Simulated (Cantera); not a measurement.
A perfectly stirred reactor is fed with CH₄ : O₂ : N₂ = 1 : 4.17 : 15.7 (molar parts), equivalence ratio 0.48, at 10.0 bar; it is adiabatic with a 300 K inlet, and is followed from long to short residence time, starting on the burning branch (τ in s: 0.077, 0.023, 0.0066, 0.0019, 0.00057, 0.00017, 4.9e-05, 1.4e-05, 4.2e-06).

Cantera simulation using GRI-Mech 3.0 (53 species, 325 reactions); the numbers are that mechanism's predictions, not measurements.

What does this change do: O2 4.17 to 3.1 parts?


```json
[
 {"quantity": "blow-out, bracketed by the residence times tried", "before": "burning at 23.0 ms, out at 6.60 ms", "after": "burning at 6.60 ms, out at 1.90 ms"},
 {"quantity": "x(CH₄) at τ = 77.0 ms", "before": "9.80e-5", "after": "4.70e-5"},
 {"quantity": "x(O₂) at τ = 77.0 ms", "before": "0.105", "after": "0.0558"},
 {"quantity": "x(NO₂) at τ = 77.0 ms", "before": "5.23e-8", "after": "3.27e-8"},
 {"quantity": "x(N₂O) at τ = 77.0 ms", "before": "8.74e-7", "after": "7.26e-7"},
 {"quantity": "x(O) at τ = 77.0 ms", "before": "1.27e-6", "after": "1.82e-6"},
 {"quantity": "x(CH₄) at τ = 0.570 ms", "before": "0.0479", "after": "0.0505"},
 {"quantity": "x(O₂) at τ = 0.570 ms", "before": "0.200", "after": "0.157"},
 {"quantity": "x(NO₂) at τ = 0.570 ms", "before": "<1e-12", "after": "<1e-12"},
 {"quantity": "x(N₂O) at τ = 0.570 ms", "before": "<1e-12", "after": "<1e-12"},
 {"quantity": "x(O) at τ = 0.570 ms", "before": "<1e-12", "after": "<1e-12"}
]
```

What does this change do: pressure from 10.0 bar to 0.250 bar?


```
quantity                                                                      before                               after
------------------------------------------------  ----------------------------------  ----------------------------------
blow-out, bracketed by the residence times tried  burning at 23.0 ms, out at 6.60 ms  burning at 6.60 ms, out at 1.90 ms
x(CH₄) at τ = 77.0 ms                                                        9.80e-5                             6.02e-5
x(O₂) at τ = 77.0 ms                                                           0.105                               0.104
x(NO₂) at τ = 77.0 ms                                                        5.23e-8                             1.11e-9
x(N₂O) at τ = 77.0 ms                                                        8.74e-7                             2.17e-7
x(O) at τ = 77.0 ms                                                          1.27e-6                            0.000442
x(CH₄) at τ = 0.570 ms                                                        0.0479                              0.0479
x(O₂) at τ = 0.570 ms                                                          0.200                               0.200
x(NO₂) at τ = 0.570 ms                                                        <1e-12                              <1e-12
x(N₂O) at τ = 0.570 ms                                                        <1e-12                              <1e-12
x(O) at τ = 0.570 ms                                                          <1e-12                              <1e-12
```

What does this change do: N2 15.7 to 12 parts?


| quantity | before | after |
|---|---|---|
| blow-out, bracketed by the residence times tried | burning at 23.0 ms, out at 6.60 ms | burning at 1.90 ms, out at 0.570 ms |
| x(CH₄) at τ = 77.0 ms | 9.80e-5 | 1.27e-5 |
| x(O₂) at τ = 77.0 ms | 0.105 | 0.126 |
| x(NO₂) at τ = 77.0 ms | 5.23e-8 | 2.61e-8 |
| x(N₂O) at τ = 77.0 ms | 8.74e-7 | 6.02e-7 |
| x(O) at τ = 77.0 ms | 1.27e-6 | 5.76e-6 |
| x(CH₄) at τ = 0.570 ms | 0.0479 | 0.0582 |
| x(O₂) at τ = 0.570 ms | 0.200 | 0.243 |
| x(NO₂) at τ = 0.570 ms | <1e-12 | <1e-12 |
| x(N₂O) at τ = 0.570 ms | <1e-12 | <1e-12 |
| x(O) at τ = 0.570 ms | <1e-12 | <1e-12 |
